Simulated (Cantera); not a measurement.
Charge: 1 mol Si, 1.2 mol N2O, 94 mol H2, at 1800 K and 79.0 Pa.

Cantera equilibrium calculation (NASA polynomials, part measured and part estimated; ideal gas, pure solids and liquids). Candidate condensed phases: H2O, Si, SiO2, Si2N2O, Si3N4; 35 gas species. Rates play no part.

Base state: H2 0.963, H 0.0125, N2 0.0124, SiO 0.0103, H2O 0.00206 (mole fractions); condensed: gas only.

Problem. What changes in the equilibrium state with this change: pressure from 79.0 Pa to 1330 Pa?

Solution. 
```csv
species,before,after
H2,0.963,0.972
N2,0.0124,0.0125
SiO,0.0103,0.0104
H,0.0125,0.00306
H2O,0.00206,0.00208
```
